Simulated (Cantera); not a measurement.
Pyrogenic steam for wet oxidation

An isothermal, constant-pressure homogeneous reactor starts with 75.8 % H2, 14.6 % O2, 9.62 % N2, equivalence ratio 2.6, at 1075 K and 100.0 Torr.

Model: GRI-Mech 3.0 (53 species, 325 reactions), integrated in Cantera. The temperature is held fixed by assumption; the heat of reaction is taken as removed at once.

```
t (s)      x H2      x O2    x H2O2     x N2O      x OH
--------  -----  --------  --------  --------  --------
0.000600  0.552    0.0668   1.92e-7  1.52e-10   0.00170
0.00157   0.508   4.95e-6   3.29e-9  6.42e-12  0.000123
0.00411   0.535   3.92e-7  9.43e-10  1.72e-12   3.58e-5
0.0107    0.542   4.71e-8  3.24e-10    <1e-12   1.24e-5
0.0281    0.545   6.61e-9  1.17e-10    <1e-12   4.58e-6
0.0735    0.546   1.03e-9  4.21e-11  2.67e-12   1.72e-6
0.192     0.546  1.81e-10  1.44e-11  3.61e-12   6.54e-7
0.503     0.546  3.53e-11  4.36e-12  2.22e-12   2.50e-7
1.32      0.546  6.95e-12  1.08e-12    <1e-12   9.53e-8
3.44      0.546  1.24e-12    <1e-12    <1e-12   3.64e-8
9.00      0.546    <1e-12    <1e-12    <1e-12   1.39e-8
```
x: mole fraction; the columns are a selection and need not sum to one.

Equilibrium at this temperature and pressure: H2 0.546, O2 <1e-12, H2O2 <1e-12, N2O <1e-12, OH 7.08e-11 (gas phase only).
